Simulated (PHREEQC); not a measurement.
0.016 g of hydrous ferric oxide (600 m²/g; 0.2 weak and 0.005 strong sites per Fe, Dzombak-Morel constants, diffuse double layer) in 1 kg of water with 0.1 mol/kgw of an inert sodium salt and 6.5e-07 mol CuSO4, at 25 °C; the pH is set by adding NaOH or the inert anion's acid. Oxygen alone is held at its pressure in air (log pO2 = -0.68). The system is closed to CO2. Nothing may precipitate in this run.

Base run: PHREEQC, ion-association model, wateq4f.dat. Each further column changes one thing. The table gives Cu sorbed (%).

```tsv
pH	base	no electrostatic term (-no_edl)	background salt from 0.1 to 0.01 mol/kgw	oxide from 0.016 to 0.08 g/kgw	5.1e-05 mol/kgw CaCl2 added
4	0.1	0.2	0.2	0.7	0.1
5	8.9	13.8	8.9	32.9	8.9
5.5	38.5	…	38.4	78.0	38.5
6.5	95.7	98.7	95.8	99.4	95.7
7.5	99.3	99.8	99.2	99.9	99.3
8.5	99.1	98.1	99.2	99.9	…
9	98.9	91.9	99.1	99.9	…
10	97.7	22.4	98.8	99.7	…
```

Task: Some entries are withheld; supply them.

Result: 
- 5.5, no electrostatic term (-no_edl): 55.7
- 8.5, 5.1e-05 mol/kgw CaCl2 added: 97.9
- 9, 5.1e-05 mol/kgw CaCl2 added: 95.3
- 10, 5.1e-05 mol/kgw CaCl2 added: 56.7

The database's constant for dissolved Cu(OH)2 is higher than later reviews accept.
